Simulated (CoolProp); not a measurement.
R134a along the isobar 0.339 MPa: density (kg/m³) from the reference equation and from simpler models built on Tc = 374.2 K, pc = 4.059 MPa, ω = 0.327; each cubic takes its own stable root.

Computed with CoolProp (reference Helmholtz-energy equation of state, Tillner-Roth 1994).

```json
[
 {"T (K)": "221.4", "phase": "liquid", "reference": "1452"},
 {"T (K)": "238", "phase": "liquid", "reference": "1404"},
 {"T (K)": "254.6", "phase": "liquid", "reference": "1354"},
 {"T (K)": "271.2", "phase": "liquid", "reference": "1301"},
 {"T (K)": "287.8", "phase": "gas", "reference": "15.76"},
 {"T (K)": "304.4", "phase": "gas", "reference": "14.64"},
 {"T (K)": "321", "phase": "gas", "reference": "13.70"},
 {"T (K)": "337.6", "phase": "gas", "reference": "12.90"}
]
```

Task: How far does each simpler model (van der Waals, Redlich-Kwong, Peng-Robinson) lie from the reference over these 8 states: mean and median of the absolute difference, and the worst?

Result: 
- van der Waals: mean 43.6 %, median 23.4 %, worst -98.8 % at 271.2 K and 0.339 MPa
- Redlich-Kwong: mean 19.2 %, median 9.2 %, worst -98.7 % at 271.2 K and 0.339 MPa
- Peng-Robinson: mean 0.9 %, median 1.1 %, worst -1.7 % at 221.4 K and 0.339 MPa

At some of these states van der Waals, Redlich-Kwong gives the other phase, because its saturation line lies elsewhere.
